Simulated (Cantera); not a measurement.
Cantera with NASA thermochemical tables; ideal gases at 1 bar, condensed phases pure. Values are per mole of reaction as written; species without (g) are pure solids or liquids, kept so even where they would boil at 1 bar.

Ta + O2(g) ⇌ TaO2(g), with ΔH° = -200.9 kJ and ΔS° = 33.6 J/K at 300 K.

Problem. How far is the shortcut ΔG° ≈ ΔH°(300 K) − T·ΔS°(300 K) from the full temperature-dependent value at 1850, 1900, 1950, 2000, 2050, 2100, 2150, 2200 K?

Solution. 
```json
[
 {"T (K)": "1850", "shortcut (kJ)": "-263.0", "full (kJ)": "-249.0", "difference (kJ)": "-14.0", "difference in log10 K": "0.40"},
 {"T (K)": "1900", "shortcut (kJ)": "-264.7", "full (kJ)": "-249.9", "difference (kJ)": "-14.7", "difference in log10 K": "0.41"},
 {"T (K)": "1950", "shortcut (kJ)": "-266.3", "full (kJ)": "-250.9", "difference (kJ)": "-15.5", "difference in log10 K": "0.41"},
 {"T (K)": "2000", "shortcut (kJ)": "-268.0", "full (kJ)": "-251.8", "difference (kJ)": "-16.2", "difference in log10 K": "0.42"},
 {"T (K)": "2050", "shortcut (kJ)": "-269.7", "full (kJ)": "-252.7", "difference (kJ)": "-17.0", "difference in log10 K": "0.43"},
 {"T (K)": "2100", "shortcut (kJ)": "-271.4", "full (kJ)": "-253.6", "difference (kJ)": "-17.8", "difference in log10 K": "0.44"},
 {"T (K)": "2150", "shortcut (kJ)": "-273.1", "full (kJ)": "-254.5", "difference (kJ)": "-18.6", "difference in log10 K": "0.45"},
 {"T (K)": "2200", "shortcut (kJ)": "-274.7", "full (kJ)": "-255.4", "difference (kJ)": "-19.4", "difference in log10 K": "0.46"}
]
```
The shortcut ignores the heat-capacity change of the reaction.
